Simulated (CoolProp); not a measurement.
C2F6 (R116) along the isotherm 331.7 K: density (kg/m³) from the reference equation and from simpler models built on Tc = 293.0 K, pc = 3.048 MPa, ω = 0.257; each cubic takes its own stable root.

Values from CoolProp's reference Helmholtz-energy equation of state, Lemmon 2006. It is a short technical equation, of lower accuracy than the large ones.

```csv
p (MPa),phase,reference
0.0964,gas,4.857
0.219,gas,11.13
0.499,gas,25.91
1.14,gas,62.36
2.59,gas,163.6
5.88,supercritical,591.9
13.4,supercritical,1040
30.5,supercritical,1268
```

**Question.** How far does each simpler model (van der Waals, Soave-Redlich-Kwong, Peng-Robinson) lie from the reference over these 8 states: mean and median of the absolute difference, and the worst?

**Answer.** 
- van der Waals: mean 5.6 %, median 1.1 %, worst -20.6 % at 331.7 K and 30.5 MPa
- Soave-Redlich-Kwong: mean 1.9 %, median 0.2 %, worst -8.4 % at 331.7 K and 5.88 MPa
- Peng-Robinson: mean 2.6 %, median 1.8 %, worst +9.8 % at 331.7 K and 30.5 MPa
